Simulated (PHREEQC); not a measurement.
A made-up water analysis in mg/kgw, 25 °C, pH 6.45, pe 2.1: Na 12.8; K 1.89; Ca 6.26; Mg 5.14; Cl 22.4; S(6) as SO4 25.7; Alkalinity as HCO3 10.1; B 0.00551.

Valence states are taken as typed.

Equilibrium calculation in PHREEQC: ion-association model, phreeqc.dat.

Precipitation was switched off in this run.

Problem. Order these C species by the share of C that they hold, largest first: HCO3-, CO2, MgHCO3+.

Solution. HCO3- (57 %), CO2 (43 %), MgHCO3+ (0.11 %)

The pH is 6.45 and the ionic strength 0.00192 mol/kgw.
